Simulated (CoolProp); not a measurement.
Tetradecamethylhexasiloxane (MD4M) along the isobar 1.89 MPa: fugacity coefficient from the reference equation and from simpler models built on Tc = 653.2 K, pc = 0.8286 MPa, ω = 0.800; each cubic takes its own stable root.

Model: reference Helmholtz-energy equation of state, Thol 2019, in CoolProp.

```json
[
 {"T (K)": "438.3", "phase": "liquid", "reference": "0.004794"},
 {"T (K)": "456.4", "phase": "liquid", "reference": "0.008977"},
 {"T (K)": "474.6", "phase": "liquid", "reference": "0.01569"},
 {"T (K)": "492.8", "phase": "liquid", "reference": "0.02575"},
 {"T (K)": "511", "phase": "liquid", "reference": "0.03999"},
 {"T (K)": "529.1", "phase": "liquid", "reference": "0.05905"},
 {"T (K)": "547.3", "phase": "liquid", "reference": "0.08374"},
 {"T (K)": "565.5", "phase": "liquid", "reference": "0.1143"},
 {"T (K)": "583.7", "phase": "liquid", "reference": "0.1510"},
 {"T (K)": "601.8", "phase": "liquid", "reference": "0.1932"},
 {"T (K)": "620", "phase": "liquid", "reference": "0.2408"}
]
```

Question: How far does each simpler model (van der Waals, Redlich-Kwong, Peng-Robinson) lie from the reference over these 11 states: mean and median of the absolute difference, and the worst?

Answer: 
- van der Waals: mean 540.7 %, median 269.3 %, worst +2081.9 % at 438.3 K and 1.89 MPa
- Redlich-Kwong: mean 208.0 %, median 132.0 %, worst +659.9 % at 438.3 K and 1.89 MPa
- Peng-Robinson: mean 4.2 %, median 3.4 %, worst +10.4 % at 438.3 K and 1.89 MPa
